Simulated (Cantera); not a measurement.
## Adiabatic ignition

An adiabatic, constant-pressure homogeneous reactor starts with 4.76 % CH4, 0.448 % C2H6, 0.200 % C3H8, 19.8 % O2, 74.8 % N2, at 1525 K and 760 Torr.

Model: GRI-Mech 3.0 (53 species, 325 reactions), integrated in Cantera.

```json
[
 {"t (s)": "4.00e-6", "T (K)": "1525", "x CH4": "0.0476", "x C2H6": "0.00445", "x C3H8": "0.00197", "x NO": "<1e-12", "x O": "9.88e-7", "x CH3": "7.73e-5", "x CH2CO": "2.60e-9"},
 {"t (s)": "1.09e-5", "T (K)": "1524", "x CH4": "0.0475", "x C2H6": "0.00440", "x C3H8": "0.00191", "x NO": "<1e-12", "x O": "1.72e-6", "x CH3": "0.000237", "x CH2CO": "7.00e-8"},
 {"t (s)": "2.99e-5", "T (K)": "1523", "x CH4": "0.0470", "x C2H6": "0.00420", "x C3H8": "0.00171", "x NO": "2.63e-12", "x O": "4.65e-6", "x CH3": "0.000672", "x CH2CO": "2.29e-6"},
 {"t (s)": "8.18e-5", "T (K)": "1546", "x CH4": "0.0425", "x C2H6": "0.00326", "x C3H8": "0.000901", "x NO": "1.08e-10", "x O": "1.93e-5", "x CH3": "0.00135", "x CH2CO": "0.000116"},
 {"t (s)": "0.000224", "T (K)": "2340", "x CH4": "<1e-12", "x C2H6": "<1e-12", "x C3H8": "<1e-12", "x NO": "8.71e-5", "x O": "0.0140", "x CH3": "<1e-12", "x CH2CO": "<1e-12"},
 {"t (s)": "0.000612", "T (K)": "2544", "x CH4": "<1e-12", "x C2H6": "<1e-12", "x C3H8": "<1e-12", "x NO": "0.000708", "x O": "0.00597", "x CH3": "<1e-12", "x CH2CO": "<1e-12"},
 {"t (s)": "0.00167", "T (K)": "2559", "x CH4": "<1e-12", "x C2H6": "<1e-12", "x C3H8": "<1e-12", "x NO": "0.00234", "x O": "0.00530", "x CH3": "<1e-12", "x CH2CO": "<1e-12"},
 {"t (s)": "0.00458", "T (K)": "2554", "x CH4": "<1e-12", "x C2H6": "<1e-12", "x C3H8": "<1e-12", "x NO": "0.00600", "x O": "0.00511", "x CH3": "<1e-12", "x CH2CO": "<1e-12"},
 {"t (s)": "0.0125", "T (K)": "2548", "x CH4": "<1e-12", "x C2H6": "<1e-12", "x C3H8": "<1e-12", "x NO": "0.0113", "x O": "0.00486", "x CH3": "<1e-12", "x CH2CO": "<1e-12"},
 {"t (s)": "0.0342", "T (K)": "2544", "x CH4": "<1e-12", "x C2H6": "<1e-12", "x C3H8": "<1e-12", "x NO": "0.0137", "x O": "0.00474", "x CH3": "<1e-12", "x CH2CO": "<1e-12"},
 {"t (s)": "0.0936", "T (K)": "2544", "x CH4": "<1e-12", "x C2H6": "<1e-12", "x C3H8": "<1e-12", "x NO": "0.0138", "x O": "0.00474", "x CH3": "<1e-12", "x CH2CO": "<1e-12"},
 {"t (s)": "0.256", "T (K)": "2544", "x CH4": "<1e-12", "x C2H6": "<1e-12", "x C3H8": "<1e-12", "x NO": "0.0138", "x O": "0.00474", "x CH3": "<1e-12", "x CH2CO": "<1e-12"},
 {"t (s)": "0.700", "T (K)": "2544", "x CH4": "<1e-12", "x C2H6": "<1e-12", "x C3H8": "<1e-12", "x NO": "0.0138", "x O": "0.00474", "x CH3": "<1e-12", "x CH2CO": "<1e-12"}
]
```
x: mole fraction; the columns are a selection and need not sum to one.

```yaml
time_of_steepest_temperature_rise: 0.141 ms
temperature at 0.700 s: 2544 K
equilibrium_temperature: 2544 K
x(CH4) at 0.700 s: <1e-12 (gas-phase equilibrium <1e-12)
x(C2H6) at 0.700 s: <1e-12 (gas-phase equilibrium <1e-12)
x(C3H8) at 0.700 s: <1e-12 (gas-phase equilibrium <1e-12)
```
